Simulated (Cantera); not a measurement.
Input: 1 mol TEOS, 23 mol H2O, 0.42 mol H2, held at 327 °C and 0.100 bar.

Equilibrium computed with Cantera from the NASA thermochemical tables; the gas is ideal and each condensed phase is pure. Candidate condensed phases: C, C6H6, C7H8, C8H18, H2O, Si, SiC, SiO2; 123 gas species. The feed counts by its element totals alone. Rates play no part.

Base state: H2O 0.583, H2 0.165, CH4 0.150, CO2 0.100, CO 0.00100 (mole fractions); condensed: SiO2(α-quartz).

### Question
What changes in the equilibrium state with this change: temperature from 327 °C to 1700 °C?

### Answer
| species | before | after |
|---|---|---|
| H2 | 0.165 | 0.426 |
| H2O | 0.583 | 0.378 |
| CO | 0.00100 | 0.161 |
| CH4 | 0.150 | <1e-9 |
| CO2 | 0.100 | 0.0319 |
| SiO | <1e-9 | 0.000530 |
| H | <1e-9 | 0.00279 |
| OH | <1e-9 | 0.000235 |
| SiO2(α-quartz), mol | 1.00 | 0 |
| SiO2(condensed), mol | 0 | 0.978 |
The tables hold silica as quartz up to 1696 K and as liquid above; real silica turns to tridymite and cristobalite and melts near 1996 K. Gases not in the tables: Si(OH)4.
